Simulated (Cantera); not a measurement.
Roasting and sulfation: MgO + H2S + CO2

Feed: 1 mol MgO, 4.1 mol H2S, 0.15 mol CO2, equilibrated at 101000 Pa.

Cantera equilibrium calculation (NASA polynomials, part measured and part estimated; ideal gas, pure solids and liquids). Candidate condensed phases: C, C6H6, C7H8, C8H18, H2O, H2SO4, Mg, MgCO3, MgO, Mg(OH)2, MgS, MgSO4, S; 130 gas species. Mutual solubility and eutectic melting of coexisting phases are not modelled. Gases not in the tables: S3 to S7. Rates play no part.

```tsv
T (K)	x H2S	x H2	x S2	x H2O	x CO2	x CO	x SH	x COS	n MgO(s)	n MgS(s)
673	0.953	0.00135	0.000803	0.00932	0.0265	0.000314	1.08e-8	0.00788	1.00	0
773	0.943	0.00507	0.00335	0.0138	0.0225	0.00162	2.41e-7	0.0100	1.00	0
873	0.920	0.0143	0.00958	0.0210	0.0189	0.00484	2.60e-6	0.00997	0.984	0.0156
973	0.879	0.0327	0.0212	0.0326	0.0156	0.00969	1.68e-5	0.00824	0.945	0.0547
1073	0.819	0.0632	0.0392	0.0450	0.0117	0.0152	7.51e-5	0.00622	0.903	0.0973
1173	0.741	0.107	0.0631	0.0561	0.00823	0.0199	0.000252	0.00439	0.860	0.140
1273	0.650	0.161	0.0917	0.0644	0.00559	0.0231	0.000680	0.00300	0.824	0.176
1373	0.555	0.221	0.123	0.0689	0.00376	0.0249	0.00154	0.00203	0.798	0.202
1473	0.462	0.282	0.153	0.0696	0.00256	0.0257	0.00302	0.00139	0.787	0.213
1573	0.377	0.340	0.181	0.0672	0.00177	0.0259	0.00530	0.000969	0.790	0.210
1673	0.305	0.390	0.205	0.0628	0.00126	0.0258	0.00848	0.000691	0.804	0.196
1773	0.245	0.432	0.225	0.0573	0.000914	0.0256	0.0126	0.000505	0.825	0.175
1873	0.196	0.466	0.240	0.0514	0.000681	0.0253	0.0177	0.000379	0.850	0.150
1973	0.158	0.492	0.251	0.0457	0.000519	0.0251	0.0236	0.000290	0.876	0.123
```
x: gas mole fraction; n: condensed amount in mol.

From 673 K to 773 K the condensed part is MgO(s). From 873 K to 1973 K the condensed part is MgO(s) + MgS(s).
